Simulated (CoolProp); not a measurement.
A single-stage vapour-compression cycle with the fluid: evaporating at 278.15 K (dew point), condensing at 321.15 K (bubble point), superheat 5 K, subcooling 8 K, compressor efficiency 0.6, no pressure losses. The same conditions are run with several fluids, on thermodynamics alone (safety and materials aside).

The numbers come from the reference Helmholtz-energy equation of state of each fluid (R245ca: Zhou 2016; R113: Marx 1992; isohexane: Lemmon 2006; R1224YDZ: Akasaka 2023; n-pentane: Thol 2019; n-perfluorohexane: Gao 2022) in CoolProp.

```tsv
fluid	cooling COP	pressure ratio	discharge temperature (K)	refrigerating effect (kJ/kg)	volumetric capacity (kJ/m³)
R245ca	3.46	5.24	340.3	172	430
R113	3.51	5.39	340.2	128	197
isohexane	3.49	5.87	333.6	290	123
R1224YDZ	3.44	4.57	338.9	138	614
n-pentane	3.49	4.90	337.2	309	294
n-perfluorohexane	3.15	6.51	321.1	65.6	108
```

The compression ends wet for: n-perfluorohexane.
